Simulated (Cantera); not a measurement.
Cantera run:

```python
import numpy as np
import cantera as ct

gas_names = """
    H HO2 H2 H2O H2O2 O OH O2 O3 Ti TiO TiO2
""".split()
cond_names = """
    H2O(s) H2O(L) Ti(a) Ti(b) Ti(L) TiO(a) TiO(b) TiO(L) TiO2(ru) TiO2(L) Ti2O3(a) Ti2O3(b) Ti2O3(L)
    Ti3O5(a) Ti3O5(b) Ti3O5(L) Ti4O7(s) Ti4O7(L)
""".split()


# ... load() reads the species with a 1 bar reference pressure and builds the phases ...
atoms = {
    'Ti': {'Ti': 1},
    'H2O': {'H': 2, 'O': 1},
    'H2': {'H': 2},
}
top_T = {}  # K; cautious upper limits of use, not melting points


# ... equilibrate(T, P, feed) seeds the gas with the atoms and calls Mixture.equilibrate('TP', solver="vcs", rtol=1e-11, max_steps=5000) ...
results = []
feed = {'Ti': 1, 'H2O': 5.8, 'H2': 500}  # mol
P = 63  # Pa
for T in [1948, 1973, 1998, 2023, 2048, 2073, 2098, 2123]:
    mix = equilibrate(T, P, feed)
    results.append((T, P, feed, dict(zip(mix.species_names, mix.species_moles))))

top = {s: max(r[3][s] / sum(r[3][g] for g in gas_names) for r in results) for s in gas_names}
cols = sorted((s for s in top if top[s] > 1e-05), key=lambda s: -top[s])[:5]
seen = [c for c in cond_names if any(r[3].get(c, 0) > 1e-12 for r in results)]
print("log10 of partial pressures in bar; condensed amounts in mol")
print(f"{'T/K':>10s}" + "".join(f"{s[:9]:>10s}" for s in cols + seen))
for T, P, feed, n in results:
    ng = sum(n[g] for g in gas_names)
    print(f"{T:10.4g}" + "".join(f"{np.log10(max(n[s] / ng * P / 1e5, 1e-99)):10.3f}" for s in cols)
          + "".join(f"{n.get(c, 0):10.4g}" for c in seen))
```

Output:

```
log10 of partial pressures in bar; condensed amounts in mol
       T/K        H2         H       H2O       TiO      TiO2  Ti3O5(b)  Ti3O5(L)
      1948    -3.224    -4.559    -5.298    -7.400    -7.530    0.3144         0
      1973    -3.228    -4.484    -5.300    -7.177    -7.341    0.3024         0
      1998    -3.232    -4.411    -5.301    -6.959    -7.156    0.2836         0
      2023    -3.237    -4.340    -5.301    -6.748    -6.975    0.2542         0
      2048    -3.243    -4.272    -5.300    -6.545    -6.798    0.2088         0
      2073    -3.250    -4.205    -5.298    -6.364    -6.642         0    0.1466
      2098    -3.258    -4.141    -5.294    -6.191    -6.489         0   0.05732
      2123    -3.267    -4.079    -5.293    -6.106    -6.426         0         0
```

Method: chemical equilibrium by Gibbs-energy minimisation in Cantera with the NASA 1993 tables (ideal gas, pure condensed phases).
